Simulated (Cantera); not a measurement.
Equilibrium for iron carbonyl, mercury and lead vapours: Pb + CO + N2

Charge: 1 mol Pb, 0.25 mol CO, 23 mol N2, equilibrated at 925 K and 13.3 mbar.

Method: chemical equilibrium by Gibbs-energy minimisation in Cantera with the NASA 1993 tables (ideal gas, pure condensed phases). Candidate condensed phases: C, Pb, PbO, PbO2, Pb3O4; 27 gas species. Kinetics and transport are ignored.

```
Item                                       Value
----------------------------------  ------------
x(N2)                                      0.989
x(CO)                                     0.0107
x(Pb)                                   0.000200
x(CO2)                                   4.62e-6
n(C(graphite))                      0.000108 mol
n(Pb(l))                               0.995 mol
gas amount                             23.25 mol
log10 activity of PbO2(s) (absent)        -24.32
```
